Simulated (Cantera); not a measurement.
Charge: 1 mol SiCl₄, 0.018 mol CH₄, 28 mol H₂, at 100000 Pa.

Equilibrium computed with Cantera from the NASA thermochemical tables; the gas is ideal and each condensed phase is pure. Candidate condensed phases: C, C₆H₆, C₇H₈, C₈H₁₈, Si, SiC; 109 gas species. Mutual solubility and eutectic melting of coexisting phases are not modelled. The tables' values for SiCl, SiCl₃ are old estimates; treat these amounts as uncertain. Gases not in the tables: Si₂H₆ and higher silanes. Kinetics and transport are ignored. All values below are at 2025 °C.

Base state: H₂ 0.875, HCl 0.0945, SiCl₂ 0.0179, H 0.00896, Si 0.000915, SiCl 0.000786, Cl 0.000697, SiH₂ 0.000405 (mole fractions); condensed: Si(l) + SiC(s).

Problem. What changes in the equilibrium state with this change: pressure from 100000 Pa to 1000 Pa?

Solution. 
```csv
species,before,after
H₂,0.875,0.775
HCl,0.0945,0.103
H,0.00896,0.0843
Si,0.000915,0.0215
SiCl₂,0.0179,0.00560
CH₄,2.35e-5,1.62e-7
SiCl₃,0.000168,6.05e-6
"Si(l), mol",0.364,0
"SiC(s), mol",0.0101,0
```
The tables' values for SiCl are old estimates; treat these amounts as uncertain.

Problem. What changes in the equilibrium state with this change: SiCl₄ replaced by SiH₄?

Solution. 
```csv
species,before,after
H₂,0.875,0.989
H,0.00896,0.00952
Si,0.000915,0.000915
HCl,0.0945,0
SiCl₂,0.0179,0
SiCl,0.000786,0
Cl,0.000697,0
SiCl₃,0.000168,0
"Si(l), mol",0.364,0.933
"SiC(s), mol",0.0101,0.00931
```
